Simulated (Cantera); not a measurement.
Feed: 1 mol SiF4, a varied amount of NH3, 48 mol N2, equilibrated at 1323 K and 13.3 mbar.

Cantera equilibrium calculation (NASA polynomials, part measured and part estimated; ideal gas, pure solids and liquids). Candidate condensed phases: Si, Si3N4; 37 gas species. Equilibrium is a limit: real reactors are often held back by kinetics, nucleation or transport.

Question: What share of the Si ends up in condensed phases as a function of n(NH3) (mol), at 0.6, 0.95, 1.5, 2.4, 3.8, 5.9, 9.4, 15, 23?

Answer: 
```csv
n(NH3) (mol),Si condensed (%),as
0.6,0.0,-
0.95,0.0,-
1.5,0.2,Si3N4(s)
2.4,0.6,Si3N4(s)
3.8,1.0,Si3N4(s)
5.9,1.5,Si3N4(s)
9.4,2.1,Si3N4(s)
15,3.0,Si3N4(s)
23,4.1,Si3N4(s)
```
